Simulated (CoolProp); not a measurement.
Model: reference Helmholtz-energy equation of state, Thol 2012, in CoolProp.

### Question
For benzene, give the phase and the viscosity (µPa s), Prandtl number at 545.5 K and 27.4 kPa; 616.6 K and 975 kPa; 325.2 K and 772 kPa.

### Answer
- 545.5 K and 27.4 kPa: gas; viscosity 13.7, Prandtl number 0.748
- 616.6 K and 975 kPa: gas; viscosity 15.6, Prandtl number 0.759
- 325.2 K and 772 kPa: liquid; viscosity 432, Prandtl number 5.90

Viscosity comes from a separate model (Avgeri 2014). Thermal conductivity comes from a separate model (Assael 2012).
